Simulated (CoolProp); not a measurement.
Saturation properties of n-perfluorohexane.

Model: reference Helmholtz-energy equation of state, Gao 2022, in CoolProp.

```tsv
T (K)	p (kPa)	liquid density (kg/m³)	enthalpy of vaporisation (kJ/kg)
329.8	99.71	1580	84.61
335.1	119.0	1563	83.09
340.5	141.5	1545	81.49
345.9	167.1	1527	79.86
351.2	195.6	1508	78.20
356.6	228.3	1489	76.46
361.9	264.3	1470	74.70
367.3	305.4	1449	72.83
372.6	350.2	1428	70.93
378	400.8	1406	68.90
383.3	455.7	1383	66.82
```

It boils at 330.3 K under 1 atm.
